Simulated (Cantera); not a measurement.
Mixture: CH4 : O2 : N2 = 1 : 1 : 3.76 (molar parts), at 4.64 atm, adiabatic and at constant pressure. Ignition delay is the time to a rise of 400 K.

Model: GRI-Mech 3.0 (53 species, 325 reactions), integrated in Cantera.

```csv
quantity,before,after
delay at 1125 K,43.1 ms,40.3 ms
delay at 1325 K,3.34 ms,3.16 ms
delay at 1525 K,0.380 ms,0.361 ms
delay at 1725 K,61.0 µs,58.2 µs
apparent activation energy between 1625 and 1825 K,200 kJ/mol,200 kJ/mol
```

Q: Name the change that produced these shifts.
(A) pressure from 4.64 atm to 1.00 atm
(B) pressure from 4.64 atm to 9.87 atm
(C) pressure from 4.64 atm to 4.93 atm
(D) N2 3.76 to 4.8 parts

A: C, pressure from 4.64 atm to 4.93 atm
